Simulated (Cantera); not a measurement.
Cantera run:

```python
import numpy as np
import cantera as ct

gas_names = [...]  # 97 gases of nasa_gas.yaml made of Al, C, H, N
cond_names = """
    AL(cr) AL(L) ALN(s) C(gr) C6H6(L) C7H8(L) C8H18(L),n-octa
""".split()


# ... load() reads the species with a 1 bar reference pressure and builds the phases ...
atoms = {
    'Al(CH3)3': {'AL': 1, 'C': 3, 'H': 9},
    'NH3': {'N': 1, 'H': 3},
    'H2': {'H': 2},
}
top_T = {'ALN(s)': 2750, 'C(gr)': 4500}  # K; cautious upper limits of use, not melting points


# ... equilibrate(T, P, feed) seeds the gas with the atoms and calls Mixture.equilibrate('TP', solver="vcs", rtol=1e-11, max_steps=5000) ...
results = []
feed = {'Al(CH3)3': 1, 'NH3': 8.3, 'H2': 4.5}  # mol
P = 1333.22  # Pa
for T in [1098, 1198, 1298, 1398, 1498, 1598, 1698, 1798, 1898, 1998]:
    mix = equilibrate(T, P, feed)
    results.append((T, P, feed, dict(zip(mix.species_names, mix.species_moles))))
    x = sorted(zip(gas.X, gas.species_names), reverse=True)
    print(f"T = {T:g} K  P = {P:g} Pa  gas = {mix.phase_moles(0):.4g} mol")
    print("   x: " + "  ".join(f"{s} {v:.3e}" for v, s in x if v > 0.0001))
    print("   condensed (mol): " + ("  ".join(f"{mix.phase(i).name} {mix.phase_moles(i):.4g}"
          for i in range(1, mix.n_phases) if mix.phase_moles(i) > 1e-12) or "none"))
```

Output:

```
T = 1098 K  P = 1333.22 Pa  gas = 25.09 mol
   x: H2 8.542e-01  N2 1.455e-01  CH4 3.555e-04
   condensed (mol): ALN(s) 1  C(gr) 2.991
T = 1198 K  P = 1333.22 Pa  gas = 25.1 mol
   x: H2 8.544e-01  N2 1.454e-01  CH4 1.561e-04
   condensed (mol): ALN(s) 1  C(gr) 2.995
T = 1298 K  P = 1333.22 Pa  gas = 25.1 mol
   x: H2 8.544e-01  N2 1.454e-01
   condensed (mol): ALN(s) 1  C(gr) 2.996
T = 1398 K  P = 1333.22 Pa  gas = 25.1 mol
   x: H2 8.544e-01  N2 1.453e-01  HCN 1.720e-04
   condensed (mol): ALN(s) 1  C(gr) 2.994
T = 1498 K  P = 1333.22 Pa  gas = 25.1 mol
   x: H2 8.542e-01  N2 1.452e-01  HCN 3.671e-04  H 1.376e-04
   condensed (mol): ALN(s) 1  C(gr) 2.99
T = 1598 K  P = 1333.22 Pa  gas = 25.11 mol
   x: H2 8.538e-01  N2 1.450e-01  HCN 7.114e-04  H 4.260e-04
   condensed (mol): ALN(s) 0.9999  C(gr) 2.98
T = 1698 K  P = 1333.22 Pa  gas = 25.12 mol
   x: H2 8.527e-01  N2 1.447e-01  HCN 1.273e-03  H 1.156e-03
   condensed (mol): ALN(s) 0.9989  C(gr) 2.964
T = 1798 K  P = 1333.22 Pa  gas = 25.15 mol
   x: H2 8.501e-01  N2 1.443e-01  H 2.811e-03  HCN 2.129e-03  AL 4.905e-04  C2H2,acetylene 1.466e-04
   condensed (mol): ALN(s) 0.9871  C(gr) 2.937
T = 1898 K  P = 1333.22 Pa  gas = 25.36 mol
   x: H2 8.407e-01  N2 1.446e-01  H 6.207e-03  AL 4.556e-03  HCN 3.366e-03  C2H2,acetylene 3.163e-04  ALH 1.707e-04  HNC 1.574e-04
   condensed (mol): ALN(s) 0.8801  C(gr) 2.894
T = 1998 K  P = 1333.22 Pa  gas = 26.61 mol
   x: H2 7.962e-01  N2 1.515e-01  AL 3.297e-02  H 1.240e-02  HCN 5.081e-03  ALH 9.540e-04  C2H2,acetylene 6.036e-04  HNC 2.877e-04
   condensed (mol): ALN(s) 0.09709  C(gr) 2.825
```

Equilibrium computed with Cantera from the NASA thermochemical tables; the gas is ideal and each condensed phase is pure. The feed counts by its element totals alone.
